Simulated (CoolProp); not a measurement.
Properties of R142b along the isotherm 418.3 K.

Computed with CoolProp (reference Helmholtz-energy equation of state, Lemmon 2006). It is a short technical equation, of lower accuracy than the large ones.

| p (MPa) | phase | cp (kJ/(kg K)) | cv (kJ/(kg K)) | speed of sound (m/s) | Joule-Thomson coefficient (K/MPa) | Prandtl number |
|---|---|---|---|---|---|---|
| 0.0192 | gas | 1.018 | 0.9348 | 193.9 | 9.013 | 0.723 |
| 0.0365 | gas | 1.019 | 0.9351 | 193.6 | 9.027 | 0.723 |
| 0.0691 | gas | 1.020 | 0.9356 | 193.2 | 9.055 | 0.724 |
| 0.131 | gas | 1.024 | 0.9367 | 192.4 | 9.107 | 0.726 |
| 0.248 | gas | 1.030 | 0.9387 | 190.9 | 9.208 | 0.729 |
| 0.471 | gas | 1.042 | 0.9428 | 188.0 | 9.409 | 0.735 |
| 0.893 | gas | 1.069 | 0.9513 | 182.1 | 9.823 | 0.749 |
| 1.69 | gas | 1.141 | 0.9706 | 169.9 | 10.76 | 0.789 |
| 3.21 | gas | 1.489 | 1.027 | 140.5 | 13.41 | 0.982 |
| 6.08 | supercritical | 2.218 | 1.062 | 199.7 | 2.614 | 2.78 |

Viscosity comes from a separate model (Huber 2003), an estimate that may be off by 10 % or more. Thermal conductivity comes from a separate model (Huber 2003), an estimate that may be off by 10 % or more.
